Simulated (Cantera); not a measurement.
What does this Cantera script print?

```python
import numpy as np
import cantera as ct

gas = ct.Solution("gri30.yaml")
gas.TPX = 723, 1500000, {'CH4': 0.67, 'O2': 3.39, 'N2': 25.8}
inlet = ct.Reservoir(gas, clone=True)
gas.equilibrate("HP")  # start burning
reactor = ct.IdealGasConstPressureReactor(gas, energy="on", clone=False)
exhaust = ct.Reservoir(gas, clone=True)
tau = [0.39, 0.14, 0.049, 0.018, 0.0062, 0.0022, 0.00078, 0.00028, 9.9e-05][0]
for a, b in ((inlet, reactor), (reactor, exhaust)):
    ct.MassFlowController(a, b, mdot=lambda t: reactor.mass / tau)
net = ct.ReactorNet([reactor])
show = ['CH4', 'O2', 'CH2CO', 'C2H2', 'CO', 'O']

rows = []
print(f"{'tau/s':>10s}{'T/K':>9s}" + "".join(f"{s:>11s}" for s in show))
for tau in [0.39, 0.14, 0.049, 0.018, 0.0062, 0.0022, 0.00078, 0.00028, 9.9e-05]:
    net.initial_time = 0.0
    net.advance(30 * tau)
    before = gas.X
    net.advance(40 * tau)
    drift = np.max(np.abs(gas.X - before) / (gas.X + 1e-9))
    rows.append([gas.T, *gas[show].X, drift])
    print(f"{tau:10.3e}{gas.T:9.1f}" + "".join(f"{x:11.3e}" for x in gas[show].X))
```

Output:

```
     tau/s      T/K        CH4         O2      CH2CO       C2H2         CO          O
 3.900e-01   1245.1  1.681e-04  6.949e-02  1.273e-06  1.706e-07  9.886e-04  1.124e-07
 1.400e-01   1229.7  3.931e-04  7.053e-02  3.338e-06  3.033e-07  2.151e-03  1.778e-07
 4.900e-02   1181.8  1.281e-03  7.391e-02  9.710e-06  8.207e-07  5.136e-03  1.646e-07
 1.800e-02    723.0  2.244e-02  1.135e-01  1.019e-19  1.911e-20  4.036e-16  1.904e-17
 6.200e-03    723.0  2.244e-02  1.135e-01 -1.326e-25 -2.486e-26  1.230e-17  6.402e-18
 2.200e-03    723.0  2.244e-02  1.135e-01 -8.148e-33  6.583e-33  5.442e-19  2.250e-18
 7.800e-04    723.0  2.244e-02  1.135e-01  3.435e-36  3.428e-35  2.361e-20  7.926e-19
 2.800e-04    723.0  2.244e-02  1.135e-01 -1.735e-38 -8.587e-37  1.135e-21  2.823e-19
 9.900e-05    723.0  2.244e-02  1.135e-01  2.127e-41  1.024e-39  4.927e-23  9.744e-20
```

Detailed kinetics in Cantera: GRI-Mech 3.0 (53 species, 325 reactions). The pressure lies above the range GRI-Mech 3.0 was tuned for (to about 10 atm).
